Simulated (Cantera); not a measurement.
Feed: 1 mol Al(CH3)3, 280 mol NH3, 3.8 mol N2, at 0.00100 bar.

Equilibrium computed with Cantera from the NASA thermochemical tables; the gas is ideal and each condensed phase is pure. Candidate condensed phases: Al, AlN, C, C6H6, C7H8, C8H18; 97 gas species. The feed counts by its element totals alone. Rates play no part.

At 1125 K, list the 4 most abundant gas species with their mole fractions, and the condensed phases.

H2 0.748, N2 0.252, CH4 1.61e-5, HCN 1.33e-5. Condensed: AlN(s) + C(graphite).
